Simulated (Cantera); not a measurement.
**Pyrogenic steam for wet oxidation**

An isothermal, constant-pressure homogeneous reactor starts with H₂ : O₂ : N₂ = 1.9 : 1 : 1.2 (molar parts), at 1000 K and 13300 Pa.

Detailed kinetics in Cantera: the H2/O2 subset of GRI-Mech 3.0, which has no nitrogen chemistry. Radical loss at walls, strong at low pressure, is not modelled. The temperature is held fixed by assumption; the heat of reaction is taken as removed at once.

| t (s) | x H₂ | x O₂ | x HO₂ | x H₂O | x H₂O₂ |
|---|---|---|---|---|---|
| 3.00e-6 | 0.463 | 0.244 | 3.31e-11 | <1e-12 | <1e-12 |
| 9.68e-6 | 0.463 | 0.244 | 1.08e-10 | 1.06e-11 | <1e-12 |
| 3.13e-5 | 0.463 | 0.244 | 3.66e-10 | 1.82e-10 | <1e-12 |
| 0.000101 | 0.463 | 0.244 | 1.65e-9 | 4.99e-9 | 3.29e-12 |
| 0.000326 | 0.463 | 0.244 | 3.55e-7 | 3.32e-6 | 6.33e-10 |
| 0.00105 | 0.0567 | 0.0513 | 2.80e-5 | 0.487 | 2.65e-6 |
| 0.00339 | 0.00743 | 0.0196 | 1.16e-5 | 0.592 | 2.16e-6 |
| 0.0110 | 0.00170 | 0.0167 | 7.87e-6 | 0.601 | 1.50e-6 |
| 0.0354 | 0.000427 | 0.0161 | 4.32e-6 | 0.603 | 6.82e-7 |
| 0.114 | 0.000137 | 0.0159 | 1.95e-6 | 0.603 | 1.60e-7 |
| 0.368 | 6.42e-5 | 0.0159 | 9.64e-7 | 0.603 | 3.74e-8 |
| 1.19 | 3.04e-5 | 0.0159 | 4.66e-7 | 0.603 | 1.01e-8 |
| 3.84 | 8.08e-6 | 0.0159 | 1.30e-7 | 0.603 | 1.46e-9 |
| 12.4 | 4.31e-7 | 0.0159 | 7.23e-9 | 0.603 | 1.70e-10 |
| 40.0 | 1.34e-9 | 0.0159 | 1.87e-10 | 0.603 | 1.10e-10 |
x: mole fraction; the columns are a selection and need not sum to one.

Equilibrium at this temperature and pressure: H₂ 1.15e-9, O₂ 0.0159, HO₂ 1.99e-10, H₂O 0.603, H₂O₂ 7.81e-11 (gas phase only).
